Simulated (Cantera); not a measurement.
What does this Cantera script print?

```python
import numpy as np
import cantera as ct

gas = ct.Solution("gri30.yaml")
gas.TPX = 1548, 1000000, {'CH3OH': 1, 'O2': 1.58, 'N2': 5.94}
reactor = ct.IdealGasConstPressureReactor(gas, energy="on", clone=False)
net = ct.ReactorNet([reactor])
net.rtol, net.atol = 1e-08, 1e-16
show = ['CH3OH', 'O2', 'C2H', 'H2O', 'HCO', 'C2H2']
times = np.geomspace(2e-06, 0.2, 14)

steps = ct.SolutionArray(gas, extra=["t"])
rows = []
print(f"{'t/s':>10s}{'T/K':>9s}{'P/Pa':>11s}" + "".join(f"{s:>11s}" for s in show))
for t in times:
    while net.time < t:
        t_next = net.step()
        steps.append(gas.state, t=t_next)
    rows.append([np.interp(t, steps.t, y) for y in (steps.T, steps.P, *steps(*show).X.T)])
    print(f"{t:10.3e}{rows[-1][0]:9.1f}{rows[-1][1]:11.4g}" + "".join(f"{x:11.3e}" for x in rows[-1][2:]))
rate = np.gradient(steps.T, steps.t)
print("integrator steps:", len(steps.t))
if steps.T.max() > steps.T[0] + 200:
    print(f"time of steepest temperature rise: {steps.t[rate.argmax()]:.4e} s")
gas.TPX = 1548, 1000000, {'CH3OH': 1, 'O2': 1.58, 'N2': 5.94}
gas.equilibrate("HP")
print(f"equilibrium (HP): T = {gas.T:.1f} K  " + "  ".join(f"{s} {gas[s].X[0]:.3e}" for s in show))
```

Result:

```
       t/s      T/K       P/Pa      CH3OH         O2        C2H        H2O        HCO       C2H2
 2.000e-06   1548.0      1e+06  1.171e-01  1.852e-01  6.972e-18  1.308e-04  8.470e-09  3.921e-11
 4.849e-06   1548.6      1e+06  1.163e-01  1.847e-01  5.349e-17  5.066e-04  5.910e-08  1.024e-10
 1.176e-05   1559.8      1e+06  1.092e-01  1.808e-01  1.474e-15  4.878e-03  1.644e-06  3.676e-10
 2.850e-05   2857.1      1e+06  4.423e-15  2.630e-02  1.067e-18  1.896e-01  1.293e-07  2.213e-17
 6.910e-05   2885.4      1e+06  3.943e-15  2.414e-02  1.061e-18  1.917e-01  1.075e-07  2.278e-17
 1.675e-04   2879.4      1e+06  4.076e-15  2.266e-02  1.061e-18  1.919e-01  1.072e-07  2.357e-17
 4.062e-04   2872.7      1e+06  4.237e-15  2.108e-02  1.059e-18  1.921e-01  1.070e-07  2.447e-17
 9.848e-04   2870.4      1e+06  4.294e-15  2.056e-02  1.058e-18  1.922e-01  1.069e-07  2.478e-17
 2.388e-03   2870.4      1e+06  4.296e-15  2.054e-02  1.058e-18  1.922e-01  1.069e-07  2.479e-17
 5.789e-03   2870.4      1e+06  4.296e-15  2.054e-02  1.058e-18  1.922e-01  1.069e-07  2.479e-17
 1.403e-02   2870.4      1e+06  4.296e-15  2.054e-02  1.058e-18  1.922e-01  1.069e-07  2.479e-17
 3.403e-02   2870.4      1e+06  4.296e-15  2.054e-02  1.058e-18  1.922e-01  1.069e-07  2.479e-17
 8.249e-02   2870.4      1e+06  4.296e-15  2.054e-02  1.058e-18  1.922e-01  1.069e-07  2.479e-17
 2.000e-01   2870.4      1e+06  4.296e-15  2.054e-02  1.058e-18  1.922e-01  1.069e-07  2.479e-17
integrator steps: 1793
time of steepest temperature rise: 2.0654e-05 s
equilibrium (HP): T = 2870.4 K  CH3OH 4.477e-15  O2 2.054e-02  C2H 1.132e-18  H2O 1.922e-01  HCO 1.069e-07  C2H2 2.660e-17
```

Computed with Cantera and GRI-Mech 3.0 (53 species, 325 reactions). GRI-Mech 3.0 was tuned for natural gas; its chemistry of methanol as a main component is partial and can be far from experiment.
